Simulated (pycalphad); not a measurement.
Effect of Cu content in Si-Cu

All values are pycalphad results on the COST 507 light-alloy database (1999) (1 atm), not direct measurements. The database dates from 1999; later assessments differ in places, in temperatures and in the compounds included. Phase fractions are per mole of atoms.

| alloy | liquidus (°C) | first solid | solidus (°C) | phases at 577 °C |
|---|---|---|---|---|
| Si-18.3Cu (at.%) | 1304 | DIAMOND_A4 | 801 | DIAMOND_A4 0.76, CU19SI6_ETA 0.24 |
| Si-54.9Cu (at.%) | ___ | DIAMOND_A4 | 801 | ___ |
| Si-73.2Cu (at.%) | 847 | CU19SI6_ETA | 801 | CU19SI6_ETA 0.96, DIAMOND_A4 0.04 |

Question: Complete the blanks.

Answer: 
- Si-54.9Cu (at.%), liquidus (°C): 1021
- Si-54.9Cu (at.%), phases at 577 °C: CU19SI6_ETA 0.72, DIAMOND_A4 0.28

Database names, with the compositions (at.%) that they take in these runs: CU19SI6_ETA: Cu 76 Si 24. DIAMOND_A4 is diamond (Si).
